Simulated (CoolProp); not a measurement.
The numbers come from the reference Helmholtz-energy equation of state, Schroeder 2014 in CoolProp.

Question: For ethanol, give the phase and the viscosity (µPa s), Prandtl number at 510.3 K and 0.101 MPa.

Answer: 
- 510.3 K and 0.101 MPa: gas; viscosity 15.1, Prandtl number 0.814

Viscosity comes from a separate model (Kiselev 2005). Thermal conductivity comes from a separate model (Assael 2013).
